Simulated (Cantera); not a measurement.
**Thermodynamics of silicon carbide growth, feed (CH₃)₂SiCl₂ + CH₄ + H₂**

Charge: 1 mol (CH₃)₂SiCl₂, 0.82 mol CH₄, 1.8 mol H₂, held at 1152 °C and 1.95 Torr.

Cantera equilibrium calculation (NASA polynomials, part measured and part estimated; ideal gas, pure solids and liquids). Candidate condensed phases: C, C₆H₆, C₇H₈, C₈H₁₈, Si, SiC; 109 gas species. The feed counts by its element totals alone. The tables' values for SiCl₃ are old estimates; treat these amounts as uncertain. Kinetics and transport are ignored.

```json
{
 "x(H₂)": "0.733",
 "x(HCl)": "0.265",
 "x(SiCl₂)": "0.00155",
 "x(H)": "0.000115",
 "x(SiCl₃)": "0.000102",
 "x(Cl)": "3.39e-5",
 "x(SiCl₄)": "2.62e-5",
 "x(SiHCl₃)": "5.66e-6",
 "x(CH₄)": "5.26e-6",
 "n(C(graphite))": "1.83 mol",
 "n(SiC(s))": "0.987 mol",
 "gas_amount": "7.440 mol",
 "log10 activity of Si(s) (absent)": "-2.27"
}
```
